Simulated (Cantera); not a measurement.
Input: 1 mol Si, 2.3 mol F2, a varied amount of H2, held at 623.15 K and 5100 Pa.

Equilibrium computed with Cantera from the NASA thermochemical tables; the gas is ideal and each condensed phase is pure. Candidate condensed phases: Si; 25 gas species. The numbers say what is thermodynamically allowed, not how fast it happens.

x: gas mole fraction; nothing condenses.

```tsv
n(H2) (mol)	x H2	x SiF4	x HF	x F2
0.17	<1e-12	0.680	0.231	0.0883
0.34	0.0244	0.610	0.366	<1e-12
0.71	?	?	?	<1e-12
1.5	0.429	0.357	0.214	<1e-12
3.1	0.636	0.227	0.136	<1e-12
6.3	0.789	0.132	0.0789	<1e-12
13	0.888	0.0699	0.0420	<1e-12
27	0.943	?	?	<1e-12
56	0.972	0.0175	0.0105	<1e-12
```

Question: Complete the blanks.

Answer: 
- 27, x SiF4: 0.0353
- 27, x HF: 0.0212
- 0.71, x H2: 0.204
- 0.71, x SiF4: 0.498
- 0.71, x HF: 0.299
